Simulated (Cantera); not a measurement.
An adiabatic, constant-pressure homogeneous reactor starts with 23.4 % H2, 12.2 % O2, 64.5 % N2, at 1725 K and 8.00 bar.

Cantera simulation using GRI-Mech 3.0 (53 species, 325 reactions); the numbers are that mechanism's predictions, not measurements. The hydrogen kinetics of GRI-Mech 3.0 are dated; newer H2 mechanisms differ, most at raised pressure.

One state of this run: T (K) = 2970; x H2 = 0.0279; x O2 = 0.0122; x HO2 = 1.17e-5; x H = 0.00856; x H2O2 = 1.11e-6; x NO = 0.00392; x NO2 = 1.58e-6. x: mole fraction; the columns are a selection and need not sum to one.

**Question.** Which value of t (s) does it belong to?
(A) 2.06e-5
(B) 6.08e-5
(C) 0.346
(D) 0.117

**Answer.** B, 6.08e-5
